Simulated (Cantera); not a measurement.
What does this Cantera script print?

```python
import numpy as np
import cantera as ct

gas_names = """
    O2 H2O
""".split()
cond_names = """
    Cu(L) Cu2O(L)
""".split()


# ... load() reads the species with a 1 bar reference pressure and builds the phases ...
species = {s.name: s for s in load("nasa_gas.yaml", gas_names) + load("nasa_condensed.yaml", cond_names)}
T = 1825
g = {n: (s.thermo.h(T) - T * s.thermo.s(T)) / (ct.gas_constant * T * np.log(10)) for n, s in species.items()}
valid = cond_names  # the entries whose range holds T


def stable(la, lb):
    # potentials (over RT ln 10) of the two non-metals from log10 p(O2) and log10 p(H2O) in bar
    mu = {}
    mu["O"] = (g["O2"] + la) / 2
    mu["H"] = (g["H2O"] + lb - 1 * mu["O"]) / 2
    cost = {}
    for n in valid:
        c = species[n].composition
        cost[n] = (g[n] - sum(c.get(e, 0) * m for e, m in mu.items())) / c["Cu"]
    return min(cost, key=cost.get)


results = []
for lb in [0, -1.3, -2.7, -4, -5.3, -6.7, -8, -9.3, -10.7, -12]:
    row = [stable(la, lb) for la in [-14, -13.4, -12.8, -12.2, -11.6, -11, -10.3, -9.7, -9.1, -8.5, -7.9, -7.3, -6.7, -6.1, -5.5, -4.9, -4.3, -3.7, -3, -2.4, -1.8, -1.2, -0.6, 0]]
    results.append(row)
    print(f"{lb:6.1f}  " + " ".join(f"{valid.index(n):x}" for n in row))
print("key: " + ", ".join(f"{i:x} {n}" for i, n in enumerate(valid)))
```

It prints:

```
   0.0  0 0 0 0 0 0 0 0 0 0 0 0 0 0 0 0 0 0 0 1 1 1 1 1
  -1.3  0 0 0 0 0 0 0 0 0 0 0 0 0 0 0 0 0 0 0 1 1 1 1 1
  -2.7  0 0 0 0 0 0 0 0 0 0 0 0 0 0 0 0 0 0 0 1 1 1 1 1
  -4.0  0 0 0 0 0 0 0 0 0 0 0 0 0 0 0 0 0 0 0 1 1 1 1 1
  -5.3  0 0 0 0 0 0 0 0 0 0 0 0 0 0 0 0 0 0 0 1 1 1 1 1
  -6.7  0 0 0 0 0 0 0 0 0 0 0 0 0 0 0 0 0 0 0 1 1 1 1 1
  -8.0  0 0 0 0 0 0 0 0 0 0 0 0 0 0 0 0 0 0 0 1 1 1 1 1
  -9.3  0 0 0 0 0 0 0 0 0 0 0 0 0 0 0 0 0 0 0 1 1 1 1 1
 -10.7  0 0 0 0 0 0 0 0 0 0 0 0 0 0 0 0 0 0 0 1 1 1 1 1
 -12.0  0 0 0 0 0 0 0 0 0 0 0 0 0 0 0 0 0 0 0 1 1 1 1 1
key: 0 Cu(L), 1 Cu2O(L)
```

Standard-state values (1 bar) from the NASA 1993 polynomials, evaluated with Cantera. Part of the grid cannot be reached: there another gas would pass 10 bar, or a non-metal would condense.
